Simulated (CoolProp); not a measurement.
Vapour-liquid equilibrium of isohexane (1) + benzene (2) at 94.95 °C; x and y are mole fractions of (1).

The numbers come from the multi-fluid Helmholtz-energy mixture model, Lemmon 2006 and Thol 2012; pair parameters Bell 2016 in CoolProp.

```tsv
x	bubble pressure (bar)	y at the bubble point	dew pressure at overall composition x (bar)	liquid density (mol/L)
0.05	1.709	0.123	1.623	9.953
0.15	1.929	0.290	1.743	9.493
0.25	2.094	0.405	1.874	9.068
0.35	2.224	0.496	2.014	8.675
0.45	2.332	0.576	2.159	8.312
0.55	2.424	0.650	2.298	7.975
0.65	2.505	0.724	2.424	7.661
0.75	2.576	0.799	2.531	7.370
0.85	2.638	0.877	2.618	7.097
0.95	2.694	0.958	2.688	6.841
```

No azeotrope shows between x = 0.05 and 0.95.

The pair parameters rest on a limited set of measurements; away from them the model extrapolates.
